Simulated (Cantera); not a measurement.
Feed: 1 mol Fe(CO)₅, 0.48 mol H₂, equilibrated at 1550 K and 0.490 bar.

Method: chemical equilibrium by Gibbs-energy minimisation in Cantera with the NASA 1993 tables (ideal gas, pure condensed phases). Candidate condensed phases: C, C₆H₆, C₇H₈, C₈H₁₈, Fe, Fe(CO)₅, FeO, Fe(OH)₂, Fe(OH)₃, Fe₂O₃, Fe₃O₄, H₂O; 114 gas species. Iron dissolves carbon and melts from about 1420 K in contact with it, which pure phases cannot show. Condensed phases not in the tables: cementite and carbon dissolved in iron. Equilibrium is a limit: real reactors are often held back by kinetics, nucleation or transport.

Base state: CO 0.912, H₂ 0.0875, CO₂ 0.000177, H₂O 4.74e-5, H 1.33e-5 (mole fractions); condensed: C(graphite) + Fe(γ).

Q: What changes in the equilibrium state with this change: temperature from 1550 K to 1348.15 K?

A: 
| species | before | after |
|---|---|---|
| CO | 0.912 | 0.911 |
| H₂ | 0.0875 | 0.0874 |
| CO₂ | 0.000177 | 0.00121 |
| H₂O | 4.74e-5 | 0.000227 |
| H | 1.33e-5 | 9.80e-7 |
| CH₄ | 7.63e-6 | 2.18e-5 |
| C(graphite), mol | 0.00117 | 0.00775 |
| Fe(γ), mol | 1.000 | 1.00 |
